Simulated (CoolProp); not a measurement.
Propylene glycol at several states: fugacity coefficient from the reference equation and from simpler models built on Tc = 674.0 K, pc = 7.292 MPa, ω = 0.327; each cubic takes its own stable root.

Computed with CoolProp (reference Helmholtz-energy equation of state, Eisenbach 2021).

```
T (K)  p (MPa)   phase  reference
-----  -------  ------  ---------
486.1     19.6  liquid    0.01554
613.3    0.693     gas     0.9553
402.1     6.68  liquid   0.002049
267.4    0.745  liquid   1.069e-6
377.8     4.52  liquid  0.0009321
303.1     2.66  liquid   1.108e-5
```

Problem. How far does each simpler model (van der Waals, Redlich-Kwong, Peng-Robinson) lie from the reference over these 6 states: mean and median of the absolute difference, and the worst?

Solution. 
- van der Waals: mean 816742.2 %, median 7962.5 %, worst +4529366.8 % at 267.4 K and 0.745 MPa
- Redlich-Kwong: mean 9937.6 %, median 1412.0 %, worst +44399.5 % at 267.4 K and 0.745 MPa
- Peng-Robinson: mean 1626.5 %, median 427.8 %, worst +6518.3 % at 267.4 K and 0.745 MPa
